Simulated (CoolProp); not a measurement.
Aqueous ammonia as a coolant, 19 % by mass, freezing at -33.5 °C, 1 atm.

The numbers come from the Melinder's fits for secondary coolants in CoolProp.

```json
[
 {"T (°C)": "-10.1", "cp (kJ/(kg K))": "4.245", "density (kg/m³)": "937.9", "Prandtl number": "31.1", "conductivity (W/(m K))": "0.431"},
 {"T (°C)": "-5.7", "cp (kJ/(kg K))": "4.238", "density (kg/m³)": "936.5", "Prandtl number": "26.1", "conductivity (W/(m K))": "0.439"},
 {"T (°C)": "-1.3", "cp (kJ/(kg K))": "4.232", "density (kg/m³)": "935.0", "Prandtl number": "22.1", "conductivity (W/(m K))": "0.446"},
 {"T (°C)": "3.1", "cp (kJ/(kg K))": "4.226", "density (kg/m³)": "933.4", "Prandtl number": "18.9", "conductivity (W/(m K))": "0.454"},
 {"T (°C)": "7.5", "cp (kJ/(kg K))": "4.221", "density (kg/m³)": "931.6", "Prandtl number": "16.3", "conductivity (W/(m K))": "0.461"},
 {"T (°C)": "11.9", "cp (kJ/(kg K))": "4.216", "density (kg/m³)": "929.8", "Prandtl number": "14.2", "conductivity (W/(m K))": "0.469"},
 {"T (°C)": "16.3", "cp (kJ/(kg K))": "4.212", "density (kg/m³)": "927.8", "Prandtl number": "12.3", "conductivity (W/(m K))": "0.477"},
 {"T (°C)": "20.7", "cp (kJ/(kg K))": "4.208", "density (kg/m³)": "925.8", "Prandtl number": "10.8", "conductivity (W/(m K))": "0.484"},
 {"T (°C)": "25.1", "cp (kJ/(kg K))": "4.205", "density (kg/m³)": "923.6", "Prandtl number": "9.42", "conductivity (W/(m K))": "0.492"},
 {"T (°C)": "29.5", "cp (kJ/(kg K))": "4.202", "density (kg/m³)": "921.4", "Prandtl number": "8.21", "conductivity (W/(m K))": "0.500"}
]
```
